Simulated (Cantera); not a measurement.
A perfectly stirred reactor is fed with CH₄ : H₂O : H₂ = 1 : 0.31 : 0.24 (molar parts), at 1.01 bar; it is held at 1625 K, and followed from long to short residence time.

Cantera simulation using GRI-Mech 3.0 (53 species, 325 reactions); the numbers are that mechanism's predictions, not measurements. GRI-Mech 3.0 stops at C3 and has no aromatics, soot or wall deposition, so with more carbon than oxygen in the feed, carbon stays in small species such as C2H2 where larger ones or solid carbon would form.

x: mole fraction; the columns are a selection and need not sum to one.

```
τ (s)     x CH₄   x H₂O   x H₂      x O₂     x HCO     x CO₂
-------  ------  ------  -----  --------  --------  --------
10       0.0565  0.0249  0.710    <1e-12   5.53e-9   0.00102
3.1      0.0690  0.0532  0.680    <1e-12   3.89e-9   0.00163
0.96        [?]     [?]  0.634    <1e-12       [?]   0.00159
0.30      0.153   0.122  0.569    <1e-12   1.02e-9  0.000875
0.092     0.252   0.147  0.478  1.22e-12  7.28e-10  0.000265
0.029     0.380   0.167  0.369  2.08e-12  8.94e-10   4.50e-5
0.0089    0.508   0.184  0.264  3.06e-12   1.19e-9   4.31e-6
0.0027    0.593   0.195  0.194  2.59e-12   1.30e-9   2.99e-7
0.00085   0.629   0.199    [?]    <1e-12  9.30e-10       [?]
```

Task: Some entries are withheld; supply them.

Result: 
- 0.96, x CH₄: 0.0968
- 0.96, x H₂O: 0.0896
- 0.96, x HCO: 2.12e-9
- 0.00085, x H₂: 0.165
- 0.00085, x CO₂: 1.70e-8
